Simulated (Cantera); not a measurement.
# Stirred combustor or abatement burner

A perfectly stirred reactor is fed with CO : H2 : O2 : N2 = 1 : 0.16 : 0.527 : 1.98 (molar parts), equivalence ratio 1.1, at 1.00 bar; it is adiabatic with a 675 K inlet, and is followed from long to short residence time, starting on the burning branch (τ in s: 0.47, 0.23, 0.11, 0.053, 0.025, 0.012, 0.0059, 0.0028, 0.0014, 0.00066, 0.00032, 0.00015, 7.3e-05).

Model: GRI-Mech 3.0 (53 species, 325 reactions), integrated in Cantera.

```tsv
τ (s)	T (K)	x CO	x H2	x O2	x HO2	x CO2
0.47	2528	0.0767	0.00230	0.0178	1.60e-6	0.233
0.23	2525	0.0771	0.00231	0.0180	1.60e-6	0.233
0.11	2519	0.0778	0.00234	0.0185	1.61e-6	0.232
0.053	2508	0.0792	0.00240	0.0194	1.62e-6	0.230
0.025	2483	0.0822	0.00252	0.0211	1.65e-6	0.227
0.012	2436	0.0875	0.00276	0.0242	1.72e-6	0.220
0.0059	2362	0.0955	0.00314	0.0285	1.96e-6	0.210
0.0028	2255	0.106	0.00369	0.0337	2.65e-6	0.197
0.0014	2139	0.115	0.00427	0.0384	3.90e-6	0.185
0.00066	2001	0.125	0.00488	0.0429	5.95e-6	0.172
0.00032	1858	0.134	0.00532	0.0472	8.59e-6	0.160
0.00015	1694	0.145	0.00554	0.0532	1.26e-5	0.145
7.3e-5	1501	0.170	0.00582	0.0672	2.11e-5	0.117
```
x: mole fraction; the columns are a selection and need not sum to one.
